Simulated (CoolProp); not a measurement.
Properties of CH2F2 (R32) along the isotherm 193.1 K (Tc = 351.3 K, pc = 5783 kPa, ω = 0.277).

Values from CoolProp's reference Helmholtz-energy equation of state, Tillner-Roth 1997.

```json
[
 {"p (kPa)": "3860", "phase": "liquid", "density (kg/m³)": "1293", "cp (kJ/(kg K))": "1.554", "Joule-Thomson coefficient (K/MPa)": "-0.3099"},
 {"p (kPa)": "7710", "phase": "liquid", "density (kg/m³)": "1298", "cp (kJ/(kg K))": "1.548", "Joule-Thomson coefficient (K/MPa)": "-0.3142"},
 {"p (kPa)": "11600", "phase": "liquid", "density (kg/m³)": "1303", "cp (kJ/(kg K))": "1.542", "Joule-Thomson coefficient (K/MPa)": "-0.3182"},
 {"p (kPa)": "15400", "phase": "liquid", "density (kg/m³)": "1307", "cp (kJ/(kg K))": "1.537", "Joule-Thomson coefficient (K/MPa)": "-0.3218"},
 {"p (kPa)": "19300", "phase": "liquid", "density (kg/m³)": "?", "cp (kJ/(kg K))": "?", "Joule-Thomson coefficient (K/MPa)": "-0.3253"},
 {"p (kPa)": "23100", "phase": "liquid", "density (kg/m³)": "1316", "cp (kJ/(kg K))": "1.528", "Joule-Thomson coefficient (K/MPa)": "-0.3284"},
 {"p (kPa)": "27000", "phase": "liquid", "density (kg/m³)": "1320", "cp (kJ/(kg K))": "1.524", "Joule-Thomson coefficient (K/MPa)": "?"},
 {"p (kPa)": "30800", "phase": "liquid", "density (kg/m³)": "1324", "cp (kJ/(kg K))": "?", "Joule-Thomson coefficient (K/MPa)": "-0.3341"},
 {"p (kPa)": "34700", "phase": "liquid", "density (kg/m³)": "1328", "cp (kJ/(kg K))": "1.516", "Joule-Thomson coefficient (K/MPa)": "-0.3367"},
 {"p (kPa)": "38600", "phase": "liquid", "density (kg/m³)": "1331", "cp (kJ/(kg K))": "1.513", "Joule-Thomson coefficient (K/MPa)": "?"},
 {"p (kPa)": "42400", "phase": "liquid", "density (kg/m³)": "1335", "cp (kJ/(kg K))": "1.510", "Joule-Thomson coefficient (K/MPa)": "-0.3413"},
 {"p (kPa)": "46300", "phase": "liquid", "density (kg/m³)": "1339", "cp (kJ/(kg K))": "1.507", "Joule-Thomson coefficient (K/MPa)": "-0.3434"},
 {"p (kPa)": "50100", "phase": "liquid", "density (kg/m³)": "1342", "cp (kJ/(kg K))": "1.504", "Joule-Thomson coefficient (K/MPa)": "-0.3454"},
 {"p (kPa)": "54000", "phase": "liquid", "density (kg/m³)": "1346", "cp (kJ/(kg K))": "1.501", "Joule-Thomson coefficient (K/MPa)": "?"},
 {"p (kPa)": "57800", "phase": "liquid", "density (kg/m³)": "1349", "cp (kJ/(kg K))": "1.499", "Joule-Thomson coefficient (K/MPa)": "-0.3490"}
]
```

Question: Fill in the missing entries.

Answer: 
- 19300, density (kg/m³): 1312
- 19300, cp (kJ/(kg K)): 1.532
- 27000, Joule-Thomson coefficient (K/MPa): -0.3314
- 30800, cp (kJ/(kg K)): 1.520
- 38600, Joule-Thomson coefficient (K/MPa): -0.3391
- 54000, Joule-Thomson coefficient (K/MPa): -0.3473
